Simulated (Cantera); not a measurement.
Input: 1 mol Pb, 3.7 mol CO, 0.26 mol N2, held at 24.0 mbar.

These are equilibrium values from Cantera (NASA tables, ideal gas, pure condensed phases), not measurements of a reactor. Candidate condensed phases: C, Pb, PbO, PbO2, Pb3O4; 27 gas species. Kinetics and transport are ignored.

Question: At 1050 K, list the 4 most abundant gas species with their mole fractions, and the condensed phases.

Answer: CO 0.928, N2 0.0658, CO2 0.00442, Pb 0.00194. Condensed: C(graphite) + Pb(l).
